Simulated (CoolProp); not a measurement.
Vapour-liquid equilibrium of methanol (1) + toluene (2) at 0.107 MPa; x and y are mole fractions of (1).

Computed with CoolProp (multi-fluid Helmholtz-energy mixture model, de Reuck 1993 and Lemmon 2006; pair parameters Bell 2016).

```csv
x,"bubble temperature, mixture model (K)","bubble temperature, Raoult's law (K)","y, mixture model","y, Raoult's law"
0.05,359.1,379.6,0.558,0.202
0.2,341.7,366.9,0.771,0.542
0.35,340.1,358.6,0.788,0.716
0.5,340.1,352.4,0.788,0.823
0.65,339.7,347.5,0.799,0.896
0.8,339.0,343.5,0.842,0.949
0.95,338.8,340.1,0.945,0.989
```

The largest gap from Raoult's law is -25.2 K in bubble temperature, at x = 0.2. y crosses x between x = 0.8 and 0.95: the model has an azeotrope there.

Pair parameters are fitted to limited data, so mixtures are less certain than the pure fluids. With so large a gap from Raoult's law the liquid may split in two, which this calculation doesn't test in full.
